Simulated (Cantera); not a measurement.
A Cantera script and what it prints.

```python
import numpy as np
import cantera as ct

gas_names = [...]  # 151 gases of nasa_gas.yaml made of C, H, N, O, Si
cond_names = """
    C(gr) C6H6(L) C7H8(L) C8H18(L),n-octa H2O(s) H2O(L) Si(cr) Si(L) SiC(b) SiO2(Lqz) SiO2(hqz) SiO2(L)
    Si2N2O(s) Si3N4(a)
""".split()


# ... load() reads the species with a 1 bar reference pressure and builds the phases ...
atoms = {
    'HMDSO': {'Si': 2, 'C': 6, 'H': 18, 'O': 1},
    'NO': {'N': 1, 'O': 1},
    'N2': {'N': 2},
    'H2O': {'H': 2, 'O': 1},
}
top_T = {'C(gr)': 4500, 'SiC(b)': 3050, 'Si2N2O(s)': 2100, 'Si3N4(a)': 2400}  # K; cautious upper limits of use, not melting points


# ... equilibrate(T, P, feed) seeds the gas with the atoms and calls Mixture.equilibrate('TP', solver="vcs", rtol=1e-11, max_steps=5000) ...
results = []
feed = {'HMDSO': 1, 'NO': 0.14, 'N2': 31, 'H2O': 2.4}  # mol
P = 133.322  # Pa
for T in [1023, 1073, 1123, 1173, 1223, 1273, 1323, 1373, 1423, 1473, 1523, 1573, 1623]:
    mix = equilibrate(T, P, feed)
    results.append((T, P, feed, dict(zip(mix.species_names, mix.species_moles))))

top = {s: max(r[3][s] / sum(r[3][g] for g in gas_names) for r in results) for s in gas_names}
cols = sorted((s for s in top if top[s] > 0.001), key=lambda s: -top[s])[:5]
seen = [c for c in cond_names if any(r[3].get(c, 0) > 1e-12 for r in results)]
print("log10 of partial pressures in bar; condensed amounts in mol")
print(f"{'T/K':>10s}" + "".join(f"{s[:9]:>10s}" for s in cols + seen))
for T, P, feed, n in results:
    ng = sum(n[g] for g in gas_names)
    print(f"{T:10.4g}" + "".join(f"{np.log10(max(n[s] / ng * P / 1e5, 1e-99)):10.3f}" for s in cols)
          + "".join(f"{n.get(c, 0):10.4g}" for c in seen))
```

It prints:

```
log10 of partial pressures in bar; condensed amounts in mol
       T/K        N2        H2        CO     C(gr)    SiC(b) SiO2(hqz) Si2N2O(s)
      1023    -3.034    -3.458    -4.224     4.047         0    0.3918    0.8041
      1073    -3.041    -3.462    -4.114      3.46         0         0         1
      1123    -3.041    -3.462    -4.114     3.459         0         0         1
      1173    -3.041    -3.462    -4.114     3.459         0         0         1
      1223    -3.041    -3.462    -4.114     3.458         0         0         1
      1273    -3.041    -3.462    -4.114     3.457         0         0         1
      1323    -3.041    -3.462    -4.114     3.455         0         0    0.9998
      1373    -3.041    -3.462    -4.114     3.453         0         0    0.9993
      1423    -3.046    -3.481    -3.990    0.4584     1.995         0         0
      1473    -3.046    -3.482    -3.990    0.4556     1.994         0         0
      1523    -3.046    -3.482    -3.990    0.4512     1.992         0         0
      1573    -3.046    -3.482    -3.990    0.4449     1.991         0         0
      1623    -3.046    -3.483    -3.991    0.4362     1.989         0         0
```

Cantera equilibrium calculation (NASA polynomials, part measured and part estimated; ideal gas, pure solids and liquids). The feed counts by its element totals alone. Mutual solubility and eutectic melting of coexisting phases are not modelled.
